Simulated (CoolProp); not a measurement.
Vapour-liquid equilibrium of CH2F2 (R32) (1) + R1234ze(E) (2) at 287.1 K; x and y are mole fractions of (1).

Values from CoolProp's multi-fluid Helmholtz-energy mixture model, Tillner-Roth 1997 and Thol 2016; pair parameters Bell 2023.

```
x     bubble pressure (kPa)  y at the bubble point  dew pressure at overall composition x (kPa)  liquid density (mol/L)
----  ---------------------  ---------------------  -------------------------------------------  ----------------------
0.05                  402.9                  0.157                                        366.7                   10.75
0.2                   552.7                  0.458                                        419.5                   11.54
0.35                  692.5                  0.629                                        488.5                   12.46
0.5                   822.0                  0.744                                        582.2                   13.56
0.65                  945.5                  0.831                                        713.5                   14.88
0.8                    1069                  0.907                                        898.9                   16.50
0.95                   1198                  0.978                                         1146                   18.53
```

No azeotrope shows between x = 0.05 and 0.95.

The pair parameters rest on a limited set of measurements; away from them the model extrapolates.
